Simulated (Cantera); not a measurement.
## Oxide etching and cleaning by halides: MgO + HF + O2

A closed system holds: 1 mol MgO, 1.3 mol HF, 0.17 mol O2, held at 133 Pa.

Equilibrium computed with Cantera from the NASA thermochemical tables; the gas is ideal and each condensed phase is pure. Candidate condensed phases: H2O, Mg, MgF2, MgO, Mg(OH)2; 31 gas species. Mutual solubility and eutectic melting of coexisting phases are not modelled. Equilibrium is a limit: real reactors are often held back by kinetics, nucleation or transport.

```csv
T (°C),log p HF,log p H2O,log p O2,log p MgF2,log p OH,n MgF2(s),n MgO(s)
350,-7.36,-2.98,-3.56,<-14,-13.77,0.650,0.350
450,-6.09,-2.98,-3.56,<-14,-11.89,0.650,0.350
550,-5.13,-2.98,-3.56,<-14,-10.47,0.648,0.352
650,-4.40,-2.99,-3.57,-12.51,-9.36,0.637,0.363
750,-3.82,-3.04,-3.58,-10.39,-8.49,0.601,0.399
850,-3.39,-3.16,-3.63,-8.65,-7.83,0.504,0.496
950,-3.12,-3.42,-3.70,-7.21,-7.36,0.324,0.676
1050,-2.99,-3.85,-3.77,-6.00,-7.06,0.139,0.860
1150,-2.95,-4.36,-3.80,-4.96,-6.87,0.0354,0.953
1250,-2.95,-4.47,-3.81,-4.47,-6.54,0,0.962
1350,-2.97,-4.31,-3.81,-4.31,-6.12,0,0.946
1450,-2.98,-4.18,-3.81,-4.17,-5.75,0,0.926
1550,-3.00,-4.07,-3.82,-4.06,-5.42,0,0.903
1650,-3.02,-3.98,-3.82,-3.96,-5.14,0,0.878
```
log p: log10 of the partial pressure in bar; n: condensed amount in mol.

From 350 °C to 1150 °C the condensed part is MgF2(s) + MgO(s). From 1250 °C to 1650 °C the condensed part is MgO(s).
